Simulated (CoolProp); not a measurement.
Saturation properties of n-octane (Tc = 295.6 °C, pc = 2.484 MPa, ω = 0.398).

The numbers come from the reference Helmholtz-energy equation of state, Beckmüller 2019 in CoolProp.

```csv
T (°C),p (MPa),liquid density (kg/m³),enthalpy of vaporisation (kJ/kg),liquid cp (kJ/(kg K)),surface tension (mN/m)
2.05,0.0004502,716.9,376.9,2.149,23.5
5.65,0.0005738,714.0,374.8,2.161,23.1
9.25,0.0007259,711.2,372.7,2.173,22.7
12.85,0.0009117,708.3,370.5,2.185,22.4
16.45,0.001137,705.4,368.4,2.197,22.0
20.05,0.001409,702.5,366.3,2.210,21.7
23.65,0.001736,699.6,364.2,2.223,21.3
27.25,0.002124,696.7,362.1,2.236,21.0
30.85,0.002585,693.7,360.0,2.249,20.6
```

It boils at 125.6 °C under 1 atm.

Surface tension comes from a separate correlation (Mulero 2012).
